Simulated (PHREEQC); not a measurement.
Solution A (11 mmol/kgw ZnSO4, 0.18 mmol/kgw NaOH and 0.44 mmol/kgw FeSO4) is mixed with solution B (54 mmol/kgw NiCl2, 0.26 mmol/kgw NaOH and 29 mmol/kgw HCl) at 20 °C; shares are by mass of water, 1 kg in all. The system is closed to oxygen. No CO2 enters from the air. Only these solids could form: Zn(OH)2-e, Zn4(OH)6SO4, Zn5(OH)8Cl2, Ni(OH)2, Ni4(OH)6SO4, Halite, Mirabilite, Melanterite, Goslarite, Morenosite.

The series has 21 steps of share of solution B, from 0 to 1.

The numbers come from PHREEQC with the ion-association model, wateq4f.dat.

**Question.** Which solids form, in which order, and at which step of the series does each first stand?

**Answer.** Zn4(OH)6SO4 from the start (pH 6.74), last present at share of solution B = 0.

Species that the database lacks are ignored.
